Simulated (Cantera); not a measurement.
## Gas activation for diamond growth

A perfectly stirred reactor is fed with 2.13 % CH4, 96.9 % H2, 0.950 % N2, at 0.158 atm; it is held at 1600 K, and followed from long to short residence time.

Cantera simulation using GRI-Mech 3.0 (53 species, 325 reactions); the numbers are that mechanism's predictions, not measurements. GRI-Mech 3.0 stops at C3 and has no aromatics, soot or wall deposition, so with more carbon than oxygen in the feed, carbon stays in small species such as C2H2 where larger ones or solid carbon would form.

```json
[
 {"τ (s)": "1.5", "x CH4": "0.0160", "x H2": "0.972", "x C2H": "1.13e-9", "x CH3": "4.29e-5", "x H": "0.000129"},
 {"τ (s)": "0.57", "x CH4": "0.0186", "x H2": "0.970", "x C2H": "5.65e-10", "x CH3": "4.93e-5", "x H": "0.000127"},
 {"τ (s)": "0.22", "x CH4": "0.0201", "x H2": "0.970", "x C2H": "2.42e-10", "x CH3": "5.26e-5", "x H": "0.000125"},
 {"τ (s)": "0.081", "x CH4": "0.0208", "x H2": "0.969", "x C2H": "8.40e-11", "x CH3": "5.30e-5", "x H": "0.000122"},
 {"τ (s)": "0.031", "x CH4": "0.0211", "x H2": "0.969", "x C2H": "2.38e-11", "x CH3": "5.01e-5", "x H": "0.000113"},
 {"τ (s)": "0.012", "x CH4": "0.0212", "x H2": "0.969", "x C2H": "4.03e-12", "x CH3": "4.22e-5", "x H": "9.50e-5"},
 {"τ (s)": "0.0044", "x CH4": "0.0213", "x H2": "0.969", "x C2H": "<1e-12", "x CH3": "2.70e-5", "x H": "6.06e-5"},
 {"τ (s)": "0.0017", "x CH4": "0.0213", "x H2": "0.969", "x C2H": "<1e-12", "x CH3": "1.28e-5", "x H": "2.86e-5"},
 {"τ (s)": "0.00063", "x CH4": "0.0213", "x H2": "0.969", "x C2H": "<1e-12", "x CH3": "4.96e-6", "x H": "1.10e-5"}
]
```
x: mole fraction; the columns are a selection and need not sum to one.
